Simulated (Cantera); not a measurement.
A Cantera script and what it prints.

```python
import numpy as np
import cantera as ct

gas_names = """
    AL ALH ALO ALOH ALO2 ALO2H AL2 AL2O AL2O2 H HALO HO2 H2 H2O H2O2 O OH O2 O3
""".split()
cond_names = """
    AL(cr) AL(L) AL2O3(a) AL2O3(L) H2O(s) H2O(L)
""".split()


# ... load() reads the species with a 1 bar reference pressure and builds the phases ...
atoms = {
    'Al2O3': {'AL': 2, 'O': 3},
    'H2': {'H': 2},
}
top_T = {}  # K; cautious upper limits of use, not melting points


# ... equilibrate(T, P, feed) seeds the gas with the atoms and calls Mixture.equilibrate('TP', solver="vcs", rtol=1e-11, max_steps=5000) ...
results = []
feed = {'Al2O3': 1, 'H2': 0.67}  # mol
P = 133.322  # Pa
for T in [1198, 1298, 1398, 1498, 1598, 1698, 1798, 1898, 1998, 2098, 2198]:
    mix = equilibrate(T, P, feed)
    results.append((T, P, feed, dict(zip(mix.species_names, mix.species_moles))))

top = {s: max(r[3][s] / sum(r[3][g] for g in gas_names) for r in results) for s in gas_names}
cols = sorted((s for s in top if top[s] > 0.001), key=lambda s: -top[s])[:6]
seen = [c for c in cond_names if any(r[3].get(c, 0) > 1e-12 for r in results)]
print("log10 of partial pressures in bar; condensed amounts in mol")
print(f"{'T/K':>10s}" + "".join(f"{s[:9]:>10s}" for s in cols + seen))
for T, P, feed, n in results:
    ng = sum(n[g] for g in gas_names)
    print(f"{T:10.4g}" + "".join(f"{np.log10(max(n[s] / ng * P / 1e5, 1e-99)):10.3f}" for s in cols)
          + "".join(f"{n.get(c, 0):10.4g}" for c in seen))
```

Output:

```
log10 of partial pressures in bar; condensed amounts in mol
       T/K        H2         H       H2O        AL  AL2O3(a)
      1198    -2.875    -8.159   -11.211   -11.469         1
      1298    -2.875    -7.408   -10.170   -10.402         1
      1398    -2.875    -6.763    -9.276    -9.497         1
      1498    -2.875    -6.203    -8.501    -8.720         1
      1598    -2.876    -5.712    -7.823    -8.045         1
      1698    -2.877    -5.278    -7.226    -7.454         1
      1798    -2.879    -4.893    -6.696    -6.933         1
      1898    -2.885    -4.549    -6.225    -6.472    0.9999
      1998    -2.895    -4.242    -5.804    -6.062    0.9997
      2098    -2.914    -3.969    -5.431    -5.697    0.9993
      2198    -2.946    -3.727    -5.102    -5.375    0.9983
```

These are equilibrium values from Cantera (NASA tables, ideal gas, pure condensed phases), not measurements of a reactor. The tables' values for AlOH are old estimates; treat these amounts as uncertain.
